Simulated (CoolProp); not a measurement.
Vapour-liquid equilibrium of n-hexane (1) + n-decane (2) at 100.15 °C; x and y are mole fractions of (1).

Computed with CoolProp (multi-fluid Helmholtz-energy mixture model, Thol 2019 and Lemmon 2006; pair parameters Kunz 2012).

```tsv
x	bubble pressure (kPa)	y at the bubble point	dew pressure at overall composition x (kPa)	liquid density (mol/L)
0.05	20.00	0.538	10.12	4.764
0.15	41.28	0.796	11.26	4.920
0.25	63.29	0.880	12.69	5.087
0.35	86.04	0.922	14.54	5.264
0.45	109.5	0.947	17.02	5.454
0.55	133.6	0.964	20.51	5.656
0.65	158.1	0.976	25.79	5.872
0.75	183.1	0.985	34.74	6.102
0.85	208.5	0.992	53.15	6.347
0.95	234.2	0.998	112.6	6.605
```

No azeotrope shows between x = 0.05 and 0.95.

Pair parameters are fitted to limited data, so mixtures are less certain than the pure fluids.
